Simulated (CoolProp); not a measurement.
Vapour-liquid equilibrium of benzene (1) + toluene (2) at 223.05 °C; x and y are mole fractions of (1).

Model: multi-fluid Helmholtz-energy mixture model, Thol 2012 and Lemmon 2006; pair parameters Bell 2016, in CoolProp.

Question: Give the bubble pressure and the first vapour's composition at x = 0.05, 0.425, 0.5. Is there an azeotrope?

Answer: x = 0.05: 1.149 MPa, y = 0.076; x = 0.425: 1.482 MPa, y = 0.534; x = 0.5: 1.551 MPa, y = 0.607. No azeotrope shows between x = 0.05 and 0.95.

Pair parameters are fitted to limited data, so mixtures are less certain than the pure fluids.
